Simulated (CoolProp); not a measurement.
Model: reference Helmholtz-energy equation of state, Lemmon 2006, in CoolProp. It is a short technical equation, of lower accuracy than the large ones.

For nitrous oxide, give the phase and the cv (kJ/(kg K)), speed of sound (m/s), Joule-Thomson coefficient (K/MPa), isothermal compressibility (1/MPa) at 391.6 K and 279 bar; 479.1 K and 279 bar.


- 391.6 K and 279 bar: supercritical; cv 0.912, speed of sound 391, Joule-Thomson coefficient 1.24, isothermal compressibility 0.0242
- 479.1 K and 279 bar: supercritical; cv 0.916, speed of sound 363, Joule-Thomson coefficient 1.68, isothermal compressibility 0.0346
